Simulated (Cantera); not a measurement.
A Cantera script and its output.

```python
import numpy as np
import cantera as ct

gas = ct.Solution("gri30.yaml")
gas.TPX = 1425, 1700000, {'CH3OH': 0.0035, 'O2': 0.034, 'N2': 1}
reactor = ct.IdealGasConstPressureReactor(gas, energy="off", clone=False)
net = ct.ReactorNet([reactor])
net.rtol, net.atol = 1e-08, 1e-18
show = ['CH3OH', 'O2', 'CO', 'CO2', 'H2O2', 'HCN']
times = np.geomspace(0.0006, 10, 14)

steps = ct.SolutionArray(gas, extra=["t"])
rows = []
print(f"{'t/s':>10s}{'T/K':>9s}{'P/Pa':>11s}" + "".join(f"{s:>11s}" for s in show))
for t in times:
    while net.time < t:
        t_next = net.step()
        steps.append(gas.state, t=t_next)
    rows.append([np.interp(t, steps.t, y) for y in (steps.T, steps.P, *steps(*show).X.T)])
    print(f"{t:10.3e}{rows[-1][0]:9.1f}{rows[-1][1]:11.4g}" + "".join(f"{x:11.3e}" for x in rows[-1][2:]))
rate = np.gradient(steps.T, steps.t)
print("integrator steps:", len(steps.t))
if steps.T.max() > steps.T[0] + 200:
    print(f"time of steepest temperature rise: {steps.t[rate.argmax()]:.4e} s")
gas.TPX = 1425, 1700000, {'CH3OH': 0.0035, 'O2': 0.034, 'N2': 1}
gas.equilibrate("TP")
print(f"equilibrium (TP): T = {gas.T:.1f} K  " + "  ".join(f"{s} {gas[s].X[0]:.3e}" for s in show))
```

Result:

```
       t/s      T/K       P/Pa      CH3OH         O2         CO        CO2       H2O2        HCN
 6.000e-04   1425.0    1.7e+06  5.851e-12  2.851e-02  1.774e-03  1.591e-03  7.299e-08  1.857e-12
 1.267e-03   1425.0    1.7e+06  2.792e-15  2.813e-02  9.719e-04  2.394e-03  3.836e-08  7.829e-13
 2.677e-03   1425.0    1.7e+06  8.113e-19  2.783e-02  3.456e-04  3.022e-03  1.530e-08  2.879e-13
 5.655e-03   1425.0    1.7e+06 -2.344e-19  2.769e-02  6.966e-05  3.298e-03  5.588e-09  1.092e-13
 1.194e-02   1425.0    1.7e+06  2.423e-20  2.767e-02  8.198e-06  3.360e-03  1.887e-09  4.344e-14
 2.523e-02   1425.0    1.7e+06 -1.826e-21  2.766e-02  5.348e-07  3.367e-03  7.987e-10  1.589e-14
 5.330e-02   1425.0    1.7e+06  2.489e-21  2.766e-02  1.377e-08  3.368e-03  6.163e-10  3.511e-15
 1.126e-01   1425.0    1.7e+06  2.372e-21  2.766e-02  7.403e-09  3.368e-03  6.078e-10  3.685e-16
 2.378e-01   1425.0    1.7e+06  2.185e-21  2.766e-02  7.402e-09  3.368e-03  6.077e-10  2.123e-16
 5.023e-01   1425.0    1.7e+06  1.837e-21  2.766e-02  7.402e-09  3.368e-03  6.077e-10  1.829e-16
 1.061e+00   1425.0    1.7e+06  1.273e-21  2.766e-02  7.402e-09  3.368e-03  6.077e-10  1.337e-16
 2.241e+00   1425.0    1.7e+06  5.919e-22  2.766e-02  7.402e-09  3.368e-03  6.077e-10  6.933e-17
 4.734e+00   1425.0    1.7e+06  1.214e-22  2.766e-02  7.402e-09  3.368e-03  6.077e-10  1.744e-17
 1.000e+01   1425.0    1.7e+06  8.813e-24  2.766e-02  7.402e-09  3.368e-03  6.077e-10  1.196e-18
integrator steps: 1699
equilibrium (TP): T = 1425.0 K  CH3OH 5.931e-32  O2 2.749e-02  CO 7.425e-09  CO2 3.368e-03  H2O2 6.059e-10  HCN 2.520e-23
```

Detailed kinetics in Cantera: GRI-Mech 3.0 (53 species, 325 reactions). GRI-Mech 3.0 was tuned for natural gas; its chemistry of methanol as a main component is partial and can be far from experiment. The pressure lies above the range GRI-Mech 3.0 was tuned for (to about 10 atm).
